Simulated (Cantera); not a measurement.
Cantera run:

```python
import numpy as np
import cantera as ct

gas_names = """
    B BH BH2 BH3 BN B2 H H2 N NH NH2 NH3 N2 N2H2 N2H4
""".split()
cond_names = """
    B(b) B(L) BN(s)
""".split()


# ... load() reads the species with a 1 bar reference pressure and builds the phases ...
atoms = {
    'B2H6': {'B': 2, 'H': 6},
    'H2': {'H': 2},
    'N2': {'N': 2},
}
top_T = {'BN(s)': 3200}  # K; cautious upper limits of use, not melting points


# ... equilibrate(T, P, feed) seeds the gas with the atoms and calls Mixture.equilibrate('TP', solver="vcs", rtol=1e-11, max_steps=5000) ...
results = []
feed = {'B2H6': 1, 'H2': 3.6, 'N2': 0.72}  # mol
P = 100  # Pa
for T in [1473, 1573, 1673, 1773, 1873, 1973, 2073, 2173, 2273]:
    mix = equilibrate(T, P, feed)
    results.append((T, P, feed, dict(zip(mix.species_names, mix.species_moles))))
    x = sorted(zip(gas.X, gas.species_names), reverse=True)
    print(f"T = {T:g} K  P = {P:g} Pa  gas = {mix.phase_moles(0):.4g} mol")
    print("   x: " + "  ".join(f"{s} {v:.3e}" for v, s in x if v > 1e-06))
    print("   condensed (mol): " + ("  ".join(f"{mix.phase(i).name} {mix.phase_moles(i):.4g}"
          for i in range(1, mix.n_phases) if mix.phase_moles(i) > 1e-12) or "none"))
```

Result:

```
T = 1473 K  P = 100 Pa  gas = 6.601 mol
   x: H2 9.996e-01  H 4.000e-04  BH2 7.436e-06  N2 2.616e-06
   condensed (mol): B(b) 0.56  BN(s) 1.44
T = 1573 K  P = 100 Pa  gas = 6.604 mol
   x: H2 9.987e-01  H 1.285e-03  N2 3.490e-05  BH2 2.028e-05
   condensed (mol): B(b) 0.5603  BN(s) 1.44
T = 1673 K  P = 100 Pa  gas = 6.614 mol
   x: H2 9.960e-01  H 3.594e-03  N2 3.406e-04  BH2 4.885e-05
   condensed (mol): B(b) 0.5642  BN(s) 1.435
T = 1773 K  P = 100 Pa  gas = 6.647 mol
   x: H2 9.884e-01  H 8.944e-03  N2 2.564e-03  BH2 1.058e-04  B 1.864e-06
   condensed (mol): B(b) 0.5934  BN(s) 1.406
T = 1873 K  P = 100 Pa  gas = 6.773 mol
   x: H2 9.642e-01  H 2.004e-02  N2 1.553e-02  BH2 2.068e-04  B 1.392e-05  BH 1.629e-06
   condensed (mol): B(b) 0.7689  BN(s) 1.23
T = 1973 K  P = 100 Pa  gas = 7.32 mol
   x: H2 8.813e-01  N2 7.823e-02  H 4.006e-02  BH2 3.524e-04  B 8.451e-05  BH 6.355e-06
   condensed (mol): B(b) 1.702  BN(s) 0.2948
T = 2073 K  P = 100 Pa  gas = 7.611 mol
   x: H2 8.287e-01  N2 9.459e-02  H 7.571e-02  BH2 5.809e-04  B 4.301e-04  BH 2.189e-05  BN 3.813e-06  BH3 1.026e-06
   condensed (mol): B(b) 1.992
T = 2173 K  P = 100 Pa  gas = 7.862 mol
   x: H2 7.715e-01  H 1.340e-01  N2 9.157e-02  B 1.880e-03  BH2 8.989e-04  BH 6.661e-05  BN 1.300e-05  BH3 1.158e-06
   condensed (mol): B(b) 1.978
T = 2273 K  P = 100 Pa  gas = 8.292 mol
   x: H2 6.847e-01  H 2.198e-01  N2 8.681e-02  B 7.202e-03  BH2 1.266e-03  BH 1.784e-04  BN 3.919e-05  BH3 1.189e-06
   condensed (mol): B(b) 1.928
```

These are equilibrium values from Cantera (NASA tables, ideal gas, pure condensed phases), not measurements of a reactor. The feed counts by its element totals alone. N2 is the only nitrogen source here; it is nearly inert below about 1500 K, so the nitride shown seldom forms there in practice. Mutual solubility and eutectic melting of coexisting phases are not modelled. The tables' values for BH2 are old estimates; treat these amounts as uncertain.
